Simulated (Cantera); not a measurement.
Charge: 1 mol SiCl4, 3.2 mol O2, 1.2 mol N2, at 1.00 Torr.

Method: chemical equilibrium by Gibbs-energy minimisation in Cantera with the NASA 1993 tables (ideal gas, pure condensed phases). Candidate condensed phases: Si, SiO2, Si2N2O, Si3N4; 23 gas species. The tables hold silica as quartz up to 1696 K and as liquid above; real silica turns to tridymite and cristobalite and melts near 1996 K. Rates play no part.

### Question
Which condensed phases are stable at each of these points (T (K)): 1350, 1400, 1450, 1500, 1550, 1600, 1650, 1700, 1750, 1800?

### Answer
```csv
T (K),condensed phases,Si condensed (%)
1350,SiO2(β-quartz),100.0
1400,SiO2(β-quartz),100.0
1450,SiO2(β-quartz),100.0
1500,SiO2(β-quartz),100.0
1550,SiO2(β-quartz),100.0
1600,SiO2(β-quartz),100.0
1650,SiO2(β-quartz),100.0
1700,SiO2(condensed),100.0
1750,SiO2(condensed),100.0
1800,SiO2(condensed),100.0
```

From 1350 K to 1650 K the condensed part is SiO2(β-quartz). From 1700 K to 1800 K the condensed part is SiO2(condensed).
